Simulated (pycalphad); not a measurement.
An equivalent pycalphad script:

```python
from pycalphad import Database, equilibrium, calculate, variables as v
import numpy as np
db = Database('COST507.tdb')
comps = ['C', 'B', 'VA']
phases = ['B4C', 'BETA_RHOMBO_B', 'GRAPHITE', 'LIQUID']
eq = equilibrium(db, comps, phases, {v.X('B'): 0.0619, v.T: np.arange(3300, 499, -50), v.P: 101325, v.N: 1}, output=['HM', 'SM'])
```

Computed with pycalphad from the COST 507 light-alloy database (1999), at 1 atm. The database dates from 1999; later assessments differ in places, in temperatures and in the compounds included. Amounts are mole fractions of atoms. Diffusion is slow at the low end, where real alloys seldom reach equilibrium.

Results at three of the temperatures:

```
T = 2700.00 K, P = 101325 Pa, N = 1 mol of atoms
G = -80169 J/mol, H = 58090 J/mol, S = 51.21 J/(mol K)  (SER reference)
chemical potentials (J/mol): C -77796, B -116133
phase             fraction       x(C)       x(B)
GRAPHITE            0.9422     0.9774     0.0226
LIQUID              0.0578     0.2984     0.7016
```

```
T = 2200.00 K, P = 101325 Pa, N = 1 mol of atoms
G = -56679 J/mol, H = 39967 J/mol, S = 43.93 J/(mol K)  (SER reference)
chemical potentials (J/mol): C -54571, B -88623
phase             fraction       x(C)       x(B)
GRAPHITE            0.9356     0.9891     0.0109
B4C                 0.0644     0.1976     0.8024
```

```
T = 850.00 K, P = 101325 Pa, N = 1 mol of atoms
G = -11020 J/mol, H = 6973 J/mol, S = 21.17 J/(mol K)  (SER reference)
chemical potentials (J/mol): C -9244, B -37947
phase             fraction       x(C)       x(B)
GRAPHITE            0.9226     1.0000   1.76e-05
B4C                 0.0774     0.2000     0.8000
```

Changes of the phase set, refined by bisection:

| T (K) | phases above | phases below |
|---|---|---|
| 2663.4 | graphite + liquid | B4C + graphite |

Database names, with the compositions (at.%) that they take in these runs: B4C: B 80 C 20.
